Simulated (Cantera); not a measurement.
An isothermal, constant-pressure homogeneous reactor starts with 5.03 % H2, 95.0 % O2, equivalence ratio 0.026, at 1100 K and 10.00 Torr.

Detailed kinetics in Cantera: the H2/O2 subset of GRI-Mech 3.0, which has no nitrogen chemistry. Radical loss at walls, strong at low pressure, is not modelled. The temperature is held fixed by assumption; the heat of reaction is taken as removed at once.

One state of this run: x H2 = 1.04e-5; x O2 = 0.948; x HO2 = 7.14e-7; x OH = 0.000260; x O = 0.000327; x H2O2 = 5.34e-8; x H = 1.05e-5. x: mole fraction; the columns are a selection and need not sum to one.

**Question.** Which value of t (s) does it belong to?
(A) 0.301
(B) 0.000330
(C) 0.0548
(D) 1.65

**Answer.** A, 0.301
